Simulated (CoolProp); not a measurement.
Vapour-liquid equilibrium of n-hexane (1) + dimethyl carbonate (2) at 0.0142 MPa; x and y are mole fractions of (1).

Computed with CoolProp (multi-fluid Helmholtz-energy mixture model, Thol 2019 and Zhou 2011; pair parameters Bell 2016).

| x | bubble temperature (K) | y at the bubble point | dew temperature at overall composition x (K) | liquid density (mol/L) |
|---|---|---|---|---|
| 0.05 | 300.4 | 0.451 | 310.9 | 11.45 |
| 0.2 | 290.3 | 0.703 | 307.5 | 10.73 |
| 0.35 | 288.9 | 0.733 | 303.5 | 9.994 |
| 0.5 | 288.8 | 0.737 | 298.7 | 9.337 |
| 0.65 | 288.6 | 0.747 | 292.7 | 8.765 |
| 0.8 | 288.5 | 0.788 | 288.5 | 8.267 |
| 0.95 | 289.4 | 0.913 | 289.8 | 7.822 |

y crosses x between x = 0.65 and 0.8: the model has an azeotrope there.

The pair parameters rest on a limited set of measurements; away from them the model extrapolates. With so large a gap from Raoult's law the liquid may split in two, which this calculation doesn't test in full.
